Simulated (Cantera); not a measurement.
Input: 1 mol Al, 0.28 mol NH3, 110 mol H2, equilibrated at 0.780 bar.

Equilibrium computed with Cantera from the NASA thermochemical tables; the gas is ideal and each condensed phase is pure. Candidate condensed phases: Al, AlN; 13 gas species. The numbers say what is thermodynamically allowed, not how fast it happens.

Task: What share of the Al ends up in condensed phases as a function of T (K), at 2048, 2073, 2098, 2123, 2148, 2173, 2198, 2223?

Result: 
| T (K) | Al condensed (%) | as |
|---|---|---|
| 2048 | 24.2 | AlN(s) |
| 2073 | 19.9 | AlN(s) |
| 2098 | 12.1 | AlN(s) |
| 2123 | 0.0 | - |
| 2148 | 0.0 | - |
| 2173 | 0.0 | - |
| 2198 | 0.0 | - |
| 2223 | 0.0 | - |
